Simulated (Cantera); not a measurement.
Cantera run:

```python
import numpy as np
import cantera as ct

gas_names = """
    Fe FeO Fe(OH)2 H HO2 H2 H2O H2O2 H2S H2SO4 O OH O2 O3 S SH SO SO2 SO3 S2 S2O S8
""".split()
cond_names = """
    Fe(a) Fe(c) Fe(d) Fe(L) FeO(s) FeO(L) Fe(OH)2(s) Fe(OH)3(s) FeS(a) FeS(b) FeS(c) FeS(L) FeSO4(s)
    FeS2(s) Fe2O3(s) Fe2S3O12(s) Fe3O4(s) H2O(s) H2O(L) H2SO4(L) S(cr1) S(cr2) S(L)
""".split()


# ... load() reads the species with a 1 bar reference pressure and builds the phases ...
atoms = {
    'Fe2O3': {'Fe': 2, 'O': 3},
    'SO3': {'S': 1, 'O': 3},
    'H2O': {'H': 2, 'O': 1},
}
top_T = {'FeSO4(s)': 950, 'FeS2(s)': 1010, 'Fe2O3(s)': 1830, 'Fe2S3O12(s)': 1100, 'Fe3O4(s)': 1870}  # K; cautious upper limits of use, not melting points


# ... equilibrate(T, P, feed) seeds the gas with the atoms and calls Mixture.equilibrate('TP', solver="vcs", rtol=1e-11, max_steps=5000) ...
results = []
feed = {'Fe2O3': 1, 'SO3': 2.6, 'H2O': 4.4}  # mol
T = 1223.15  # K
P = 1000  # Pa
mix = equilibrate(T, P, feed)
results.append((T, P, feed, dict(zip(mix.species_names, mix.species_moles))))
print(gas.report(threshold=0.001))
for i in range(1, mix.n_phases):
    print(f"{mix.phase(i).name:16s} {mix.phase_moles(i):12.5e} mol")
```

Output:

```
       temperature   1223.2 K
          pressure   1000 Pa
           density   0.0034094 kg/m^3
  mean mol. weight   34.673 kg/kmol
   phase of matter   gas

                          1 kg             1 kmol
                     ---------------   ---------------
          enthalpy       -5.2891e+06       -1.8339e+08  J
   internal energy       -5.5824e+06       -1.9356e+08  J
           entropy            9033.3        3.1322e+05  J/K
    Gibbs function       -1.6338e+07        -5.665e+08  J
 heat capacity c_p              1343             46568  J/K
 heat capacity c_v            1103.2             38253  J/K

                      mass frac. Y      mole frac. X     chem. pot. / RT
                     ---------------   ---------------   ---------------
               H2O           0.27578            0.5308           -54.548
                O2           0.14351           0.15551            -33.61
               SO2           0.57463           0.31104           -68.475
               SO3         0.0060604         0.0026248            -85.28
     [  +18 minor]        1.3661e-05        2.8015e-05

Fe(c)             0.00000e+00 mol
FeO(s)            0.00000e+00 mol
Fe(OH)2(s)        0.00000e+00 mol
Fe(OH)3(s)        0.00000e+00 mol
FeS(c)            0.00000e+00 mol
Fe2O3(s)          1.00000e+00 mol
Fe3O4(s)          0.00000e+00 mol
S(L)              0.00000e+00 mol
```

Cantera equilibrium calculation (NASA polynomials, part measured and part estimated; ideal gas, pure solids and liquids).
